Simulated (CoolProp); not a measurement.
Values from CoolProp's reference Helmholtz-energy equation of state, Thol 2014.

Q: For chloromethane (R40), give the phase and the density (kg/m³), isothermal compressibility (1/MPa), expansivity (1/kK), fugacity coefficient at 226.85 °C and 866 kPa; 226.85 °C and 6060 kPa; 226.85 °C and 10400 kPa.

A: 
- 226.85 °C and 866 kPa: gas; density 10.8, isothermal compressibility 1.19, expansivity 2.19, fugacity coefficient 0.975
- 226.85 °C and 6060 kPa: gas; density 90.6, isothermal compressibility 0.206, expansivity 3.92, fugacity coefficient 0.834
- 226.85 °C and 10400 kPa: supercritical; density 189, isothermal compressibility 0.145, expansivity 6.83, fugacity coefficient 0.727
